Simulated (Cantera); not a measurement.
An isothermal, constant-pressure homogeneous reactor starts with 13.8 % H2, 86.2 % O2, equivalence ratio 0.080, at 1425 K and 20.0 Torr.

Detailed kinetics in Cantera: GRI-Mech 3.0 (53 species, 325 reactions). Radical loss at walls, strong at low pressure, is not modelled. The temperature is held fixed by assumption; the heat of reaction is taken as removed at once.

x: mole fraction; the columns are a selection and need not sum to one.

```
t (s)         x H2   x O2    x HO2       x H      x OH    x H2O
--------  --------  -----  -------  --------  --------  -------
3.00e-5      0.138  0.862      [?]   2.41e-7   1.75e-7  2.13e-7
0.000118     0.138  0.862      [?]   1.97e-5   1.69e-5  3.94e-5
0.000460   0.00596  0.765  8.14e-6    0.0315    0.0149    0.109
0.00180    0.00465  0.777  8.12e-6    0.0244    0.0136    0.116
0.00706    0.00272  0.811  7.59e-6   0.00986    0.0106    0.131
0.0277    0.000517  0.844      [?]  0.000759   0.00470    0.144
0.108      4.52e-5  0.851      [?]   1.93e-5   0.00140    0.147
0.425      4.99e-6  0.852      [?]   7.13e-7  0.000466    0.148
1.66       9.75e-7  0.852      [?]   6.20e-8  0.000206    0.148
6.52       6.52e-7  0.852  1.55e-7   3.40e-8  0.000169    0.148
25.5       6.51e-7  0.852  1.55e-7   3.39e-8  0.000169    0.148
100        6.51e-7  0.852  1.55e-7   3.39e-8  0.000169    0.148
```

### Question
Fill in the missing entries.

### Answer

- 3.00e-5, x HO2: 2.34e-7
- 0.000118, x HO2: 9.51e-7
- 0.0277, x HO2: 3.87e-6
- 0.108, x HO2: 6.95e-7
- 0.425, x HO2: 1.52e-7
- 1.66, x HO2: 1.38e-7
